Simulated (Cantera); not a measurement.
A Cantera script and what it prints.

```python
import numpy as np
import cantera as ct

gas_names = [...]  # 139 gases of nasa_gas.yaml made of C, Cu, H, N, O
cond_names = """
    C(gr) C6H6(L) C7H8(L) C8H18(L),n-octa Cu(cr) Cu(L) CuO(s) CuO2H2(s) Cu2O(s) Cu2O(L) H2O(s) H2O(L)
""".split()


# ... load() reads the species with a 1 bar reference pressure and builds the phases ...
atoms = {
    'CuO': {'Cu': 1, 'O': 1},
    'CH4': {'C': 1, 'H': 4},
    'N2': {'N': 2},
}
top_T = {'C(gr)': 4500, 'CuO(s)': 1390}  # K; cautious upper limits of use, not melting points


# ... equilibrate(T, P, feed) seeds the gas with the atoms and calls Mixture.equilibrate('TP', solver="vcs", rtol=1e-11, max_steps=5000) ...
results = []
feed = {'CuO': 1, 'CH4': 0.44, 'N2': 7.3}  # mol
P = 11000  # Pa
for T in [998, 1098, 1198, 1298, 1398, 1498, 1598, 1698, 1798, 1898, 1998]:
    mix = equilibrate(T, P, feed)
    results.append((T, P, feed, dict(zip(mix.species_names, mix.species_moles))))

top = {s: max(r[3][s] / sum(r[3][g] for g in gas_names) for r in results) for s in gas_names}
cols = sorted((s for s in top if top[s] > 0.0001), key=lambda s: -top[s])[:5]
seen = [c for c in cond_names if any(r[3].get(c, 0) > 1e-12 for r in results)]
print("log10 of partial pressures in bar; condensed amounts in mol")
print(f"{'T/K':>10s}" + "".join(f"{s[:9]:>10s}" for s in cols + seen))
for T, P, feed, n in results:
    ng = sum(n[g] for g in gas_names)
    print(f"{T:10.4g}" + "".join(f"{np.log10(max(n[s] / ng * P / 1e5, 1e-99)):10.3f}" for s in cols)
          + "".join(f"{n.get(c, 0):10.4g}" for c in seen))
```

Output:

```
log10 of partial pressures in bar; condensed amounts in mol
       T/K        N2        H2       H2O        CO        Cu    Cu(cr)     Cu(L)
       998    -1.031    -2.167    -2.354    -2.539   -10.842         1         0
      1098    -1.031    -2.190    -2.321    -2.490    -9.254         1         0
      1198    -1.031    -2.209    -2.297    -2.454    -7.935         1         0
      1298    -1.031    -2.225    -2.278    -2.428    -6.822         1         0
      1398    -1.031    -2.238    -2.264    -2.408    -5.887         0    0.9999
      1498    -1.031    -2.249    -2.253    -2.392    -5.100         0    0.9994
      1598    -1.031    -2.258    -2.244    -2.379    -4.413         0     0.997
      1698    -1.031    -2.267    -2.237    -2.370    -3.810         0    0.9878
      1798    -1.033    -2.275    -2.233    -2.363    -3.276         0    0.9582
      1898    -1.037    -2.286    -2.232    -2.361    -2.801         0    0.8734
      1998    -1.048    -2.304    -2.240    -2.366    -2.374         0    0.6525
```

Method: chemical equilibrium by Gibbs-energy minimisation in Cantera with the NASA 1993 tables (ideal gas, pure condensed phases).
